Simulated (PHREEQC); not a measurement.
LiOH is added in steps, without added water, to 1 kg of water holding 0.00051 mol/kgw Ca(HCO3)2, 0.0044 mol/kgw Na2SO4 and 0.0032 mol/kgw NaCl, at 25 °C. O2 is buffered at 0.21 atm. No CO2 enters from the air. Only these solids could form: Calcite, Gypsum, Portlandite, Halite, Mirabilite, Nahcolite, Natron.

Base run: PHREEQC, ion-association model, wateq4f.dat. Each further column changes one thing. The table gives Ca in solution (mol/kgw).

```csv
LiOH added (mol),base,all activity coefficients set to 1,Davies equation for every ion,database phreeqc.dat,metal-ligand complexes left out
0,0.000510,0.000510,0.000510,0.000510,0.000510
0.0008125,6.03e-5,3.94e-5,6.16e-5,5.93e-5,4.02e-5
0.002031,3.45e-5,2.19e-5,3.54e-5,3.39e-5,2.06e-5
0.002844,3.36e-5,2.11e-5,3.45e-5,3.30e-5,2.00e-5
0.004063,3.35e-5,2.07e-5,3.44e-5,3.29e-5,2.00e-5
0.004875,3.37e-5,2.06e-5,3.47e-5,3.31e-5,2.03e-5
0.006094,3.41e-5,2.06e-5,3.52e-5,3.36e-5,2.08e-5
0.006906,3.45e-5,2.06e-5,3.56e-5,3.39e-5,2.11e-5
0.008125,3.50e-5,2.07e-5,3.62e-5,3.45e-5,2.17e-5
0.008937,3.54e-5,2.07e-5,3.66e-5,3.48e-5,2.21e-5
0.01016,3.60e-5,2.08e-5,3.72e-5,3.54e-5,2.27e-5
0.01097,3.64e-5,2.08e-5,3.77e-5,3.58e-5,2.31e-5
0.01219,3.70e-5,2.09e-5,3.84e-5,3.64e-5,2.37e-5
0.013,3.74e-5,2.10e-5,3.88e-5,3.69e-5,2.41e-5
```

 phreeqc.dat and wateq4f.dat share most of their constants, so their agreement is no independent check. Solids allowed in the column 'database phreeqc.dat': Calcite, Gypsum, Halite.
